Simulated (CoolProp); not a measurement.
A single-stage vapour-compression cycle with ammonia: evaporating at 307.15 K (dew point), condensing at 333.15 K (bubble point), superheat 5 K, subcooling 2 K, compressor efficiency 0.7, no pressure losses. Each further row changes one setting.

Computed with CoolProp (reference Helmholtz-energy equation of state, Gao 2020).

| case | cooling COP | pressure ratio | discharge temperature (K) | refrigerating effect (kJ/kg) | volumetric capacity (kJ/m³) |
|---|---|---|---|---|---|
| as stated | 7.27 | 1.99 | 378.9 | 1020 | 10100 |
| evaporating temperature 312.15 K | (withheld) | 1.73 | 369.5 | (withheld) | 11600 |
| condensing temperature 328.15 K | (withheld) | (withheld) | 366.0 | 1050 | 10400 |
| subcooling 7 K | (withheld) | 1.99 | 378.9 | 1050 | 10400 |
| superheat 15 K | 7.11 | 1.99 | 392.1 | 1050 | (withheld) |
| compressor efficiency 0.6 | 6.23 | 1.99 | (withheld) | 1020 | 10100 |

### Question
Complete the blanks.

### Answer

- evaporating temperature 312.15 K, cooling COP: 9.30
- evaporating temperature 312.15 K, refrigerating effect (kJ/kg): 1030
- condensing temperature 328.15 K, cooling COP: 9.20
- condensing temperature 328.15 K, pressure ratio: 1.76
- subcooling 7 K, cooling COP: 7.45
- superheat 15 K, volumetric capacity (kJ/m³): 9890
- compressor efficiency 0.6, discharge temperature (K): 386.9
